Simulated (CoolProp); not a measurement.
Vapour-liquid equilibrium of methanol (1) + dimethyl carbonate (2) at 183 kPa; x and y are mole fractions of (1).

Values from CoolProp's multi-fluid Helmholtz-energy mixture model, de Reuck 1993 and Zhou 2011; pair parameters Bell 2016.

```tsv
x	bubble temperature (K)	y at the bubble point	dew temperature at overall composition x (K)	liquid density (mol/L)
0.05	375.6	0.215	381.4	10.89
0.125	368.4	0.402	378.8	11.45
0.2	363.8	0.512	(withheld)	12.03
0.275	360.6	0.585	373.4	(withheld)
0.35	358.4	0.636	370.5	13.28
0.425	356.8	(withheld)	367.5	13.99
0.5	355.7	0.708	364.3	14.76
0.575	(withheld)	0.738	361.0	15.61
0.65	354.1	0.766	357.9	16.56
0.725	353.6	(withheld)	355.1	17.63
0.8	353.2	0.833	353.5	18.83
0.875	353.0	0.879	353.0	20.18
0.95	353.1	0.942	353.1	21.72
```

Fill in the missing entries.


- 0.2, dew temperature at overall composition x (K): 376.2
- 0.275, liquid density (mol/L): 12.64
- 0.425, y at the bubble point: 0.676
- 0.575, bubble temperature (K): 354.8
- 0.725, y at the bubble point: 0.797

y crosses x between x = 0.875 and 0.95: the model has an azeotrope there.

The pair parameters rest on a limited set of measurements; away from them the model extrapolates.
